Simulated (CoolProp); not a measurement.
Vapour-liquid equilibrium of R125 (1) + fluoroethane (R161) (2) at 273.8 K; x and y are mole fractions of (1).

The numbers come from the multi-fluid Helmholtz-energy mixture model, Lemmon 2005 and Wu 2012; pair parameters Bell 2016 in CoolProp.

Task: Give the bubble pressure and the first vapour's composition at x = 0.125, 0.425, 0.8. Is there an azeotrope?

Result: x = 0.125: 4.709 bar, y = 0.170; x = 0.425: 5.535 bar, y = 0.534; x = 0.8: 6.496 bar, y = 0.847. No azeotrope shows between x = 0.05 and 0.95.

Pair parameters are fitted to limited data, so mixtures are less certain than the pure fluids. The gap from Raoult's law changes sign with composition, which may be real or a fault of the pair parameters; it wasn't checked against measurements.
